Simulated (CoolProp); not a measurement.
Vapour-liquid equilibrium of cyclohexane (1) + p-xylene (2) at 172 kPa; x and y are mole fractions of (1).

Computed with CoolProp (multi-fluid Helmholtz-energy mixture model, Zhou 2014 and Zhou 2012; pair parameters Bell 2016).

```json
[
 {"x": "0.05", "bubble temperature (°C)": "152.2", "y at the bubble point": "0.190", "dew temperature at overall composition x (°C)": "157.5", "liquid density (mol/L)": "6.991"},
 {"x": "0.2", "bubble temperature (°C)": "135.9", "y at the bubble point": "0.538", "dew temperature at overall composition x (°C)": "151.8", "liquid density (mol/L)": "7.247"},
 {"x": "0.35", "bubble temperature (°C)": "124.8", "y at the bubble point": "0.714", "dew temperature at overall composition x (°C)": "145.4", "liquid density (mol/L)": "7.465"},
 {"x": "0.5", "bubble temperature (°C)": "116.8", "y at the bubble point": "0.818", "dew temperature at overall composition x (°C)": "138.0", "liquid density (mol/L)": "7.664"},
 {"x": "0.65", "bubble temperature (°C)": "110.6", "y at the bubble point": "0.888", "dew temperature at overall composition x (°C)": "129.2", "liquid density (mol/L)": "7.856"},
 {"x": "0.8", "bubble temperature (°C)": "105.4", "y at the bubble point": "0.941", "dew temperature at overall composition x (°C)": "118.3", "liquid density (mol/L)": "8.050"},
 {"x": "0.95", "bubble temperature (°C)": "100.9", "y at the bubble point": "0.986", "dew temperature at overall composition x (°C)": "104.5", "liquid density (mol/L)": "8.250"}
]
```

No azeotrope shows between x = 0.05 and 0.95.

The pair parameters rest on a limited set of measurements; away from them the model extrapolates.
